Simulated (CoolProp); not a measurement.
A single-stage vapour-compression cycle with cis-2-butene: evaporating at 274.15 K (dew point), condensing at 316.15 K (bubble point), superheat 5 K, subcooling 0 K, compressor efficiency 0.9, no pressure losses. Each further row changes one setting.

Model: reference Helmholtz-energy equation of state, Lemmon 2005, in CoolProp. It is a short technical equation, of lower accuracy than the large ones.

| case | cooling COP | pressure ratio | discharge temperature (K) | refrigerating effect (kJ/kg) | volumetric capacity (kJ/m³) |
|---|---|---|---|---|---|
| as stated | 5.05 | 4.03 | 329.6 | 330 | 754 |
| evaporating temperature 279.15 K | ? | ? | 328.0 | 336 | ? |
| condensing temperature 311.15 K | 5.85 | ? | 324.2 | 342 | 781 |
| subcooling 5 K | 5.22 | 4.03 | 329.6 | 342 | 781 |
| superheat 15 K | ? | 4.03 | ? | 344 | 757 |
| compressor efficiency 0.8 | ? | 4.03 | 334.4 | 330 | 754 |

### Question
What belongs in the gaps?

### Answer

- evaporating temperature 279.15 K, cooling COP: 5.94
- evaporating temperature 279.15 K, pressure ratio: 3.33
- evaporating temperature 279.15 K, volumetric capacity (kJ/m³): 918
- condensing temperature 311.15 K, pressure ratio: 3.49
- superheat 15 K, cooling COP: 5.06
- superheat 15 K, discharge temperature (K): 339.7
- compressor efficiency 0.8, cooling COP: 4.49
